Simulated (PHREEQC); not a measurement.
A solution holds 0.09 mol/kgw H3PO4, 0.00049 mol/kgw Na2SO4 and 0.019 mol/kgw KCl, at 25 °C. Closed to the air; pH follows from the charge balance.

Equilibrium calculation in PHREEQC: ion-association model, phreeqc.dat.

Precipitation was switched off in this run.

Problem. Predict the pH, specific conductance.

Solution. pH 1.67; specific conductance 10900 µS/cm.

Problem. In which forms is S present?

Solution. HSO4- 53 %, SO4-2 44 %, KSO4- 2.8 % of the S.

Species that the database lacks are ignored.
